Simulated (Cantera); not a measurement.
Mixture: CO : H2 : CH4 : O2 : N2 = 1 : 0.034 : 0.6 : 3.65 : 13.7 (molar parts), equivalence ratio 0.47, at 690000 Pa, adiabatic and at constant pressure. Ignition delay is the time to a rise of 400 K.

Computed with Cantera and GRI-Mech 3.0 (53 species, 325 reactions).

Problem. What does this change do: O2 3.65 to 1.2 parts?

Solution. 
```json
[
 {"quantity": "delay at 1250 K", "before": "1.58 ms", "after": "12.8 ms"},
 {"quantity": "delay at 1325 K", "before": "0.677 ms", "after": "5.08 ms"},
 {"quantity": "delay at 1400 K", "before": "0.314 ms", "after": "2.10 ms"},
 {"quantity": "delay at 1475 K", "before": "0.158 ms", "after": "0.904 ms"},
 {"quantity": "delay at 1550 K", "before": "85.3 µs", "after": "0.410 ms"},
 {"quantity": "delay at 1625 K", "before": "49.4 µs", "after": "0.197 ms"},
 {"quantity": "apparent activation energy between 1475 and 1625 K", "before": "150 kJ/mol", "after": "200 kJ/mol"}
]
```

Problem. What does this change do: H2 0.034 to 0.012 parts?

Solution. 
```
quantity                                                before       after
--------------------------------------------------  ----------  ----------
delay at 1250 K                                        1.58 ms     2.24 ms
delay at 1325 K                                       0.677 ms    0.890 ms
delay at 1400 K                                       0.314 ms    0.390 ms
delay at 1475 K                                       0.158 ms    0.187 ms
delay at 1550 K                                        85.3 µs     97.9 µs
delay at 1625 K                                        49.4 µs     55.2 µs
apparent activation energy between 1475 and 1625 K  150 kJ/mol  160 kJ/mol
```
